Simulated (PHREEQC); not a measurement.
A column of 0.1 m (30 cells, dispersivity 0.005 m, 300 s a shift, diffusion coefficient 3e-10 m²/s) holds 0.053 eq of the database's cation exchanger X per kg of pore water, first in equilibrium with 0.4 mmol/kgw KBr, 4.4 mmol/kgw CdCl2 and 0.01 mmol/kgw HCl. It is flushed with 0.011 mol/kgw SrCl2, 0.0044 mol/kgw PbCl2 and 1e-05 mol/kgw HCl, at 15 °C. Values are for the last cell. CO2 from the air is kept out. Precipitation was switched off in this run.

The series has 31 steps of pore volumes, from 0 to 6.017.

All values are PHREEQC results (ion-association model, phreeqc.dat), not measurements.

Q: After how many pore volumes does Sr at the outlet first reach half of its feed value?

A: By 2.8 pore volumes.

Q: After how many pore volumes does Pb at the outlet first reach half of its feed value?

A: By 2.8 pore volumes.
